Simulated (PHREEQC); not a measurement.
Dissolve 0.066 mol/kgw NaH2PO4 and 0.0023 mol/kgw KCl at 93 °C. Closed to the air; pH follows from the charge balance.

Model: ion-association model, phreeqc.dat, run in PHREEQC.

### Question
The ionic strength comes out as 0.0687 mol/kgw. What activity coefficients do Na+, H+, Cl-, NaHPO4-, HPO4-2 get?

### Answer
Na+ 0.78, H+ 0.82, Cl- 0.77, NaHPO4- 0.79, HPO4-2 0.37.

No solid was allowed to form. Constants without temperature data keep their 25 °C values here.
